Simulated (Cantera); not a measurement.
## Equilibrium for hydrogen reduction and annealing atmospheres: PbS + H2

A closed system holds: 1 mol PbS, 13 mol H2, equilibrated at 1.33 mbar.

These are equilibrium values from Cantera (NASA tables, ideal gas, pure condensed phases), not measurements of a reactor. Candidate condensed phases: Pb, PbS, S; 10 gas species. Gases not in the tables: S3 to S7. Equilibrium is a limit: real reactors are often held back by kinetics, nucleation or transport.

| T (K) | log p H2 | log p Pb | log p PbS | log p S2 | log p H2S | log p H | log p SH |
|---|---|---|---|---|---|---|---|
| 1150 | -2.92 | -4.64 | -4.14 | -6.51 | -4.65 | -8.58 | -7.29 |
| 1225 | -2.92 | -4.58 | -4.16 | -5.95 | -4.62 | -7.96 | -6.80 |
| 1300 | -2.92 | -4.51 | -4.19 | -5.50 | -4.62 | -7.41 | -6.40 |
| 1375 | -2.92 | -4.44 | -4.24 | -5.17 | -4.66 | -6.92 | -6.07 |
| 1450 | -2.92 | -4.36 | -4.30 | -4.94 | -4.72 | -6.48 | -5.81 |
| 1525 | -2.92 | -4.29 | -4.37 | -4.78 | -4.80 | -6.09 | -5.60 |
| 1600 | -2.92 | -4.23 | -4.47 | -4.67 | -4.89 | -5.73 | -5.43 |
| 1675 | -2.92 | -4.18 | -4.58 | -4.60 | -4.99 | -5.40 | -5.28 |
| 1750 | -2.93 | -4.14 | -4.69 | -4.56 | -5.10 | -5.10 | -5.16 |
log p: log10 of the partial pressure in bar; nothing condenses.

From 1150 K to 1750 K nothing is condensed. The main Pb-bearing gas is PbS at 1150 K and Pb at 1750 K.
